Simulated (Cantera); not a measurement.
Input: 1 mol H2S, 0.65 mol O2, equilibrated at 777 °C and 1.70 mbar.

Method: chemical equilibrium by Gibbs-energy minimisation in Cantera with the NASA 1993 tables (ideal gas, pure condensed phases). Candidate condensed phases: H2O, H2SO4, S; 19 gas species. Gases not in the tables: S3 to S7. Kinetics and transport are ignored.

Base state: H2O 0.574, S2 0.234, SO2 0.127, H2S 0.0394, H2 0.0244, S2O 0.00139, SO 0.000161, SH 9.49e-5 (mole fractions); condensed: gas only.

Task: What changes in the equilibrium state with this change: temperature from 777 °C to 1775 °C?

Result: 
```
species    before     after
-------  --------  --------
H2         0.0244     0.299
H2O         0.574     0.220
SO2         0.127     0.176
S2          0.234    0.0935
H         3.07e-8    0.0297
S         2.80e-7    0.0321
SO       0.000161     0.132
SH        9.49e-5    0.0133
H2S        0.0394   0.00196
OH        2.31e-9   0.00238
O           <1e-9  0.000171
O2          <1e-9   5.39e-5
S2O       0.00139  0.000658
```

Task: What changes in the equilibrium state with this change: H2S replaced by S?

Result: 
```json
[
 {"species": "SO2", "before": "0.127", "after": "0.787"},
 {"species": "S2", "before": "0.234", "after": "0.210"},
 {"species": "S2O", "before": "0.00139", "after": "0.00318"},
 {"species": "H2O", "before": "0.574", "after": "0"},
 {"species": "H2S", "before": "0.0394", "after": "0"},
 {"species": "H2", "before": "0.0244", "after": "0"},
 {"species": "SH", "before": "9.49e-5", "after": "0"},
 {"species": "SO", "before": "0.000161", "after": "0.000391"}
]
```

Task: What changes in the equilibrium state with this change: temperature from 777 °C to 875 °C?

Result: 
```tsv
species	before	after
H2O	0.574	0.557
S2	0.234	0.234
SO2	0.127	0.132
H2	0.0244	0.0450
H2S	0.0394	0.0301
SO	0.000161	0.000540
SH	9.49e-5	0.000267
S2O	0.00139	0.00136
```
